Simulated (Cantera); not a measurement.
Charge: 1 mol CH3Cl, 0.081 mol CH4, equilibrated at 10.0 Torr.

Cantera equilibrium calculation (NASA polynomials, part measured and part estimated; ideal gas, pure solids and liquids). Candidate condensed phases: C, C6H6, C7H8, C8H18; 91 gas species. Rates play no part.

x: gas mole fraction; n: condensed amount in mol.

```json
[
 {"T (°C)": "1527", "x H2": "0.536", "x HCl": "0.460", "x H": "0.00227", "x Cl": "0.00149", "x C2H2 (acetylene)": "9.40e-5", "n C(graphite)": "1.08"},
 {"T (°C)": "1602", "x H2": "0.535", "x HCl": "0.458", "x H": "0.00415", "x Cl": "0.00269", "x C2H2 (acetylene)": "0.000169", "n C(graphite)": "1.08"},
 {"T (°C)": "1677", "x H2": "0.533", "x HCl": "0.455", "x H": "0.00725", "x Cl": "0.00464", "x C2H2 (acetylene)": "0.000291", "n C(graphite)": "1.08"},
 {"T (°C)": "1752", "x H2": "0.529", "x HCl": "0.450", "x H": "0.0121", "x Cl": "0.00766", "x C2H2 (acetylene)": "0.000479", "n C(graphite)": "1.08"},
 {"T (°C)": "1827", "x H2": "0.524", "x HCl": "0.443", "x H": "0.0195", "x Cl": "0.0121", "x C2H2 (acetylene)": "0.000758", "n C(graphite)": "1.08"},
 {"T (°C)": "1902", "x H2": "0.517", "x HCl": "0.433", "x H": "0.0304", "x Cl": "0.0186", "x C2H2 (acetylene)": "0.00115", "n C(graphite)": "1.08"},
 {"T (°C)": "1977", "x H2": "0.507", "x HCl": "0.418", "x H": "(withheld)", "x Cl": "(withheld)", "x C2H2 (acetylene)": "(withheld)", "n C(graphite)": "1.07"},
 {"T (°C)": "2052", "x H2": "0.493", "x HCl": "0.399", "x H": "0.0669", "x Cl": "0.0389", "x C2H2 (acetylene)": "0.00241", "n C(graphite)": "1.07"},
 {"T (°C)": "2127", "x H2": "0.474", "x HCl": "0.375", "x H": "0.0948", "x Cl": "0.0535", "x C2H2 (acetylene)": "0.00330", "n C(graphite)": "1.07"},
 {"T (°C)": "2202", "x H2": "0.449", "x HCl": "(withheld)", "x H": "(withheld)", "x Cl": "(withheld)", "x C2H2 (acetylene)": "(withheld)", "n C(graphite)": "1.06"},
 {"T (°C)": "2277", "x H2": "0.418", "x HCl": "0.310", "x H": "0.175", "x Cl": "0.0911", "x C2H2 (acetylene)": "0.00556", "n C(graphite)": "1.05"},
 {"T (°C)": "2352", "x H2": "0.382", "x HCl": "0.271", "x H": "0.227", "x Cl": "0.113", "x C2H2 (acetylene)": "0.00681", "n C(graphite)": "1.04"},
 {"T (°C)": "2427", "x H2": "0.339", "x HCl": "0.230", "x H": "0.287", "x Cl": "0.135", "x C2H2 (acetylene)": "0.00800", "n C(graphite)": "1.03"}
]
```

Task: What belongs in the gaps?

Result: 
- 1977, x H: 0.0458
- 1977, x Cl: 0.0273
- 1977, x C2H2 (acetylene): 0.00170
- 2202, x HCl: 0.345
- 2202, x H: 0.131
- 2202, x Cl: 0.0710
- 2202, x C2H2 (acetylene): 0.00437
